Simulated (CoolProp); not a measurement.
Vinyl chloride along the isobar 14.5 bar: fugacity coefficient from the reference equation and from simpler models built on Tc = 425.0 K, pc = 56.00 bar, ω = 0.160; each cubic takes its own stable root.

Computed with CoolProp (reference Helmholtz-energy equation of state, Thol 2022).

```tsv
T (K)	phase	reference
164.5	liquid	8.904e-5
197.7	liquid	0.002236
230.9	liquid	0.01904
264.1	liquid	0.08543
297.3	liquid	0.2547
330.4	liquid	0.5748
363.6	gas	0.8621
396.8	gas	0.8961
430	gas	0.9199
```

Task: How far does each simpler model (Redlich-Kwong, Peng-Robinson) lie from the reference over these 9 states: mean and median of the absolute difference, and the worst?

Result: 
- Redlich-Kwong: mean 21.3 %, median 25.0 %, worst +42.7 % at 197.7 K and 14.5 bar
- Peng-Robinson: mean 6.6 %, median 1.4 %, worst +38.0 % at 164.5 K and 14.5 bar
